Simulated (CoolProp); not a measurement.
The fluoroketone C6F12O (FK-5-1-12) along the isotherm -10.25 °C: fugacity coefficient from the reference equation and from simpler models built on Tc = 168.7 °C, pc = 1.869 MPa, ω = 0.471; each cubic takes its own stable root.

Computed with CoolProp (reference Helmholtz-energy equation of state, McLinden 2015).

```
p (MPa)   phase  reference  van der Waals  Redlich-Kwong  Soave-Redlich-Kwong
-------  ------  ---------  -------------  -------------  -------------------
0.00296     gas     0.9962         0.9984         0.9978               0.9971
0.00607     gas     0.9921         0.9968         0.9954               0.9941
0.0125   liquid     0.5614         0.9934         0.9905               0.5683
0.0256   liquid     0.2744         0.9866         0.9806               0.2778
0.0526   liquid     0.1339         0.9724         0.6500               0.1356
0.108    liquid    0.06551         0.9433         0.3183              0.06636
0.222    liquid    0.03218         0.6467         0.1566              0.03263
0.455    liquid    0.01601         0.3264        0.07819              0.01627
0.935    liquid   0.008116         0.1702        0.03989             0.008279
```

At some of these states van der Waals, Redlich-Kwong gives the other phase, because its saturation line lies elsewhere.
